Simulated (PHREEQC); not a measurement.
A solution holds 0.012 mol MgCl2, 0.00083 mol NaHCO3 and 3.7e-07 mol H4SiO4 per kg of water, at 25 °C. Closed to the air; pH follows from the charge balance.

All values are PHREEQC results (ion-association model, phreeqc.dat), not measurements.

Precipitation was switched off in this run.

Q: Order these C species by the share of C that they hold, largest first: CO2, MgHCO3+, HCO3-, CO3-2, MgCO3.

A: HCO3- (89 %), MgHCO3+ (6.6 %), CO2 (2.3 %), MgCO3 (1.5 %), CO3-2 (0.50 %)

The pH is 7.86 and the ionic strength 0.0367 mol/kgw. Species that the database lacks are ignored.
